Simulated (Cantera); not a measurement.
Feed: 1 mol Al(CH₃)₃, 0.39 mol NH₃, 390 mol N₂.

These are equilibrium values from Cantera (NASA tables, ideal gas, pure condensed phases), not measurements of a reactor. Candidate condensed phases: Al, AlN, C, C₆H₆, C₇H₈, C₈H₁₈; 97 gas species. The feed counts by its element totals alone. Rates play no part.

Problem. What condenses at these points (T in K, P in Pa): (650, 100000); (650, 32000); (1650, 10); (1250, 10); (1450, 1000)?

Solution. 
```json
[
 {"T (K)": "650", "P in Pa": "100000", "condensed phases": "AlN + C", "Al condensed (%)": "100.0"},
 {"T (K)": "650", "P in Pa": "32000", "condensed phases": "AlN + C", "Al condensed (%)": "100.0"},
 {"T (K)": "1650", "P in Pa": "10", "condensed phases": "C", "Al condensed (%)": "0.0"},
 {"T (K)": "1250", "P in Pa": "10", "condensed phases": "AlN + C", "Al condensed (%)": "100.0"},
 {"T (K)": "1450", "P in Pa": "1000", "condensed phases": "AlN + C", "Al condensed (%)": "100.0"}
]
```
